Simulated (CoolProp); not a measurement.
CH3F (R41) along the isobar 6.21 MPa: fugacity coefficient from the reference equation and from simpler models built on Tc = 44.1 °C, pc = 5.906 MPa, ω = 0.200; each cubic takes its own stable root.

Computed with CoolProp (reference Helmholtz-energy equation of state, Lemmon 2006). It is a short technical equation, of lower accuracy than the large ones.

```json
[
 {"T (°C)": "-2.75", "phase": "liquid", "reference": "0.2639"},
 {"T (°C)": "12.65", "phase": "liquid", "reference": "0.3646"},
 {"T (°C)": "28.15", "phase": "liquid", "reference": "0.4794"},
 {"T (°C)": "43.65", "phase": "liquid", "reference": "0.5997"},
 {"T (°C)": "59.05", "phase": "supercritical", "reference": "0.6732"},
 {"T (°C)": "74.55", "phase": "supercritical", "reference": "0.7208"},
 {"T (°C)": "90.05", "phase": "supercritical", "reference": "0.7587"},
 {"T (°C)": "105.45", "phase": "supercritical", "reference": "0.7898"},
 {"T (°C)": "120.95", "phase": "supercritical", "reference": "0.8161"},
 {"T (°C)": "136.35", "phase": "supercritical", "reference": "0.8384"},
 {"T (°C)": "151.85", "phase": "supercritical", "reference": "0.8577"}
]
```

**Question.** How far does each simpler model (van der Waals, Redlich-Kwong, Soave-Redlich-Kwong) lie from the reference over these 11 states: mean and median of the absolute difference, and the worst?

**Answer.** 
- van der Waals: mean 14.0 %, median 4.5 %, worst +62.1 % at -2.75 °C and 6.21 MPa
- Redlich-Kwong: mean 6.3 %, median 2.8 %, worst +22.6 % at -2.75 °C and 6.21 MPa
- Soave-Redlich-Kwong: mean 5.4 %, median 4.3 %, worst +9.2 % at -2.75 °C and 6.21 MPa
